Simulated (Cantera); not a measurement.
Cantera run, input and output.

```python
import numpy as np
import cantera as ct

gas = ct.Solution("gri30.yaml")
gas.TPX = 1523, 290000, {'H2': 1, 'O2': 1.56, 'N2': 5.88}
reactor = ct.IdealGasReactor(gas, energy="on", clone=False)
net = ct.ReactorNet([reactor])
net.rtol, net.atol = 1e-08, 1e-16
show = ['H2', 'O2', 'NO', 'O', 'H2O', 'H2O2', 'NO2']
times = np.geomspace(7e-06, 0.2, 12)

steps = ct.SolutionArray(gas, extra=["t"])
rows = []
print(f"{'t/s':>10s}{'T/K':>9s}{'P/Pa':>11s}" + "".join(f"{s:>11s}" for s in show))
for t in times:
    while net.time < t:
        t_next = net.step()
        steps.append(gas.state, t=t_next)
    rows.append([np.interp(t, steps.t, y) for y in (steps.T, steps.P, *steps(*show).X.T)])
    print(f"{t:10.3e}{rows[-1][0]:9.1f}{rows[-1][1]:11.4g}" + "".join(f"{x:11.3e}" for x in rows[-1][2:]))
rate = np.gradient(steps.T, steps.t)
print("integrator steps:", len(steps.t))
if steps.T.max() > steps.T[0] + 200:
    print(f"time of steepest temperature rise: {steps.t[rate.argmax()]:.4e} s")
gas.TPX = 1523, 290000, {'H2': 1, 'O2': 1.56, 'N2': 5.88}
gas.equilibrate("UV")
print(f"equilibrium (UV): T = {gas.T:.1f} K  " + "  ".join(f"{s} {gas[s].X[0]:.3e}" for s in show))
```

Result:

```
       t/s      T/K       P/Pa         H2         O2         NO          O        H2O       H2O2        NO2
 7.000e-06   1991.3  3.689e+05  8.719e-03  1.205e-01  1.944e-05  2.487e-02  9.621e-02  1.319e-06  1.999e-08
 1.779e-05   2384.8  4.313e+05  2.507e-03  1.270e-01  7.019e-05  6.666e-03  1.143e-01  5.030e-07  1.153e-07
 4.521e-05   2472.8  4.448e+05  9.060e-04  1.299e-01  1.404e-04  2.385e-03  1.197e-01  5.913e-07  2.156e-07
 1.149e-04   2476.3  4.454e+05  8.406e-04  1.300e-01  2.737e-04  2.213e-03  1.199e-01  6.109e-07  4.125e-07
 2.920e-04   2475.6  4.452e+05  8.382e-04  1.298e-01  6.056e-04  2.204e-03  1.200e-01  6.095e-07  9.140e-07
 7.422e-04   2473.7  4.449e+05  8.323e-04  1.294e-01  1.422e-03  2.181e-03  1.200e-01  6.061e-07  2.148e-06
 1.886e-03   2469.3  4.441e+05  8.187e-04  1.285e-01  3.323e-03  2.128e-03  1.201e-01  5.982e-07  5.021e-06
 4.794e-03   2460.6  4.424e+05  7.919e-04  1.267e-01  7.118e-03  2.025e-03  1.203e-01  5.824e-07  1.076e-05
 1.218e-02   2448.8  4.402e+05  7.568e-04  1.243e-01  1.220e-02  1.893e-03  1.205e-01  5.617e-07  1.846e-05
 3.096e-02   2442.2   4.39e+05  7.377e-04  1.230e-01  1.502e-02  1.823e-03  1.206e-01  5.503e-07  2.275e-05
 7.869e-02   2441.5  4.389e+05  7.358e-04  1.229e-01  1.530e-02  1.816e-03  1.207e-01  5.492e-07  2.316e-05
 2.000e-01   2441.5  4.389e+05  7.358e-04  1.229e-01  1.530e-02  1.816e-03  1.207e-01  5.492e-07  2.316e-05
integrator steps: 1172
time of steepest temperature rise: 5.1843e-06 s
equilibrium (UV): T = 2441.5 K  H2 7.358e-04  O2 1.229e-01  NO 1.530e-02  O 1.816e-03  H2O 1.207e-01  H2O2 5.492e-07  NO2 2.316e-05
```

Model: GRI-Mech 3.0 (53 species, 325 reactions), integrated in Cantera. The hydrogen kinetics of GRI-Mech 3.0 are dated; newer H2 mechanisms differ, most at raised pressure.
